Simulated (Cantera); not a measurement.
# Equilibrium for silicon nitride deposition: Si2Cl6 + NH3 + N2

Charge: 1 mol Si2Cl6, 4 mol NH3, 8.1 mol N2, at 5.00 Pa.

Equilibrium computed with Cantera from the NASA thermochemical tables; the gas is ideal and each condensed phase is pure. Candidate condensed phases: NH4Cl, Si, Si3N4; 28 gas species. The feed counts by its element totals alone. The tables' values for SiCl, SiCl3, SiN are old estimates; treat these amounts as uncertain. Rates play no part.

From 1273 K to 1423 K the condensed part is Si3N4(s). From 1498 K to 2023 K nothing is condensed. The main Si-bearing gas is SiCl2 at 1273 K and Si at 2023 K.

```json
[
 {"T (K)": "1273", "log p N2": "-4.60", "log p H2": "-4.99", "log p HCl": "-4.90", "log p SiCl2": "-5.75", "log p H": "-8.64", "log p Cl": "-8.63", "log p Si": "-12.09", "n Si3N4(s)": "0.436"},
 {"T (K)": "1348", "log p N2": "-4.59", "log p H2": "-4.94", "log p HCl": "-5.04", "log p SiCl2": "-5.48", "log p H": "-8.10", "log p Cl": "-8.28", "log p Si": "-10.52", "n Si3N4(s)": "0.243"},
 {"T (K)": "1423", "log p N2": "-4.58", "log p H2": "-4.90", "log p HCl": "-5.20", "log p SiCl2": "-5.33", "log p H": "-7.63", "log p Cl": "-8.02", "log p Si": "-9.11", "n Si3N4(s)": "0.0642"},
 {"T (K)": "1498", "log p N2": "-4.58", "log p H2": "-4.88", "log p HCl": "-5.28", "log p SiCl2": "-5.28", "log p H": "-7.21", "log p Cl": "-7.70", "log p Si": "-8.11", "n Si3N4(s)": "0"},
 {"T (K)": "1573", "log p N2": "-4.58", "log p H2": "-4.89", "log p HCl": "-5.28", "log p SiCl2": "-5.29", "log p H": "-6.83", "log p Cl": "-7.33", "log p Si": "-7.41", "n Si3N4(s)": "0"},
 {"T (K)": "1648", "log p N2": "-4.58", "log p H2": "-4.90", "log p HCl": "-5.26", "log p SiCl2": "-5.30", "log p H": "-6.50", "log p Cl": "-6.97", "log p Si": "-6.81", "n Si3N4(s)": "0"},
 {"T (K)": "1723", "log p N2": "-4.59", "log p H2": "-4.92", "log p HCl": "-5.23", "log p SiCl2": "-5.34", "log p H": "-6.20", "log p Cl": "-6.62", "log p Si": "-6.35", "n Si3N4(s)": "0"},
 {"T (K)": "1798", "log p N2": "-4.59", "log p H2": "-4.95", "log p HCl": "-5.18", "log p SiCl2": "-5.41", "log p H": "-5.93", "log p Cl": "-6.27", "log p Si": "-6.01", "n Si3N4(s)": "0"},
 {"T (K)": "1873", "log p N2": "-4.61", "log p H2": "-5.00", "log p HCl": "-5.13", "log p SiCl2": "-5.53", "log p H": "-5.69", "log p Cl": "-5.94", "log p Si": "-5.77", "n Si3N4(s)": "0"},
 {"T (K)": "1948", "log p N2": "-4.63", "log p H2": "-5.07", "log p HCl": "-5.11", "log p SiCl2": "-5.72", "log p H": "-5.48", "log p Cl": "-5.65", "log p Si": "-5.60", "n Si3N4(s)": "0"},
 {"T (K)": "2023", "log p N2": "-4.65", "log p H2": "-5.15", "log p HCl": "-5.14", "log p SiCl2": "-6.01", "log p H": "-5.30", "log p Cl": "-5.42", "log p Si": "-5.49", "n Si3N4(s)": "0"}
]
```
log p: log10 of the partial pressure in bar; n: condensed amount in mol.
